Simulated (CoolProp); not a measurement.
Computed with CoolProp (reference Helmholtz-energy equation of state, Lemmon 2006). It is a short technical equation, of lower accuracy than the large ones.

### Question
For carbonyl sulfide, give the phase and the density (kg/m³), cp (kJ/(kg K)), Joule-Thomson coefficient (K/MPa), isothermal compressibility (1/MPa) at 295.6 K and 18.2 bar; 375.8 K and 18.2 bar.

### Answer
- 295.6 K and 18.2 bar: liquid; density 1000, cp 1.35, Joule-Thomson coefficient -0.0952, isothermal compressibility 0.00399
- 375.8 K and 18.2 bar: gas; density 39.2, cp 0.857, Joule-Thomson coefficient 12.3, isothermal compressibility 0.621
